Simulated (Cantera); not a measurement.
An adiabatic, constant-pressure homogeneous reactor starts with CH4 : O2 : N2 = 1 : 1.33 : 5.01 (molar parts), equivalence ratio 1.5, at 1775 K and 16.8 atm. Integrator tolerance rtol = 1e-08.

Cantera simulation using GRI-Mech 3.0 (53 species, 325 reactions); the numbers are that mechanism's predictions, not measurements. The pressure lies above the range GRI-Mech 3.0 was tuned for (to about 10 atm). Above 3000 K some thermodynamic fits are extrapolated.

Question: What does this change do: initial temperature 1775 to 1450 K?

Answer: 
| quantity | before | after |
|---|---|---|
| time of steepest temperature rise | 14.4 µs | 0.226 ms |
| temperature at 0.300 s | 3013 K | 2793 K |
| equilibrium temperature | 3013 K | 2793 K |
| x(CH4) at 0.300 s | 3.77e-11 (gas-phase equilibrium 4.32e-11) | 6.92e-11 (gas-phase equilibrium 7.83e-11) |
| x(O2) at 0.300 s | 0.000650 (gas-phase equilibrium 0.000650) | 0.000144 (gas-phase equilibrium 0.000144) |
| x(C2H4) at 0.300 s | <1e-12 (gas-phase equilibrium <1e-12) | <1e-12 (gas-phase equilibrium <1e-12) |
| x(CH2O) at 0.300 s | 4.80e-8 (gas-phase equilibrium 4.80e-8) | 4.69e-8 (gas-phase equilibrium 4.69e-8) |
| x(H) at 0.300 s | 0.0109 (gas-phase equilibrium 0.0109) | 0.00530 (gas-phase equilibrium 0.00530) |
| x(HO2) at 0.300 s | 1.48e-6 (gas-phase equilibrium 1.48e-6) | 3.18e-7 (gas-phase equilibrium 3.18e-7) |

Question: What does this change do: constant volume in place of constant pressure?

Answer: 
| quantity | before | after |
|---|---|---|
| time of steepest temperature rise | 14.4 µs | 12.9 µs |
| temperature at 0.300 s | 3013 K | 3258 K |
| equilibrium temperature | 3013 K | 3258 K |
| x(CH4) at 0.300 s | 3.77e-11 (gas-phase equilibrium 4.32e-11) | 9.60e-11 (gas-phase equilibrium 1.10e-10) |
| x(O2) at 0.300 s | 0.000650 (gas-phase equilibrium 0.000650) | 0.00128 (gas-phase equilibrium 0.00128) |
| x(C2H4) at 0.300 s | <1e-12 (gas-phase equilibrium <1e-12) | <1e-12 (gas-phase equilibrium <1e-12) |
| x(CH2O) at 0.300 s | 4.80e-8 (gas-phase equilibrium 4.80e-8) | 1.03e-7 (gas-phase equilibrium 1.03e-7) |
| x(H) at 0.300 s | 0.0109 (gas-phase equilibrium 0.0109) | 0.0153 (gas-phase equilibrium 0.0153) |
| x(HO2) at 0.300 s | 1.48e-6 (gas-phase equilibrium 1.48e-6) | 4.31e-6 (gas-phase equilibrium 4.31e-6) |
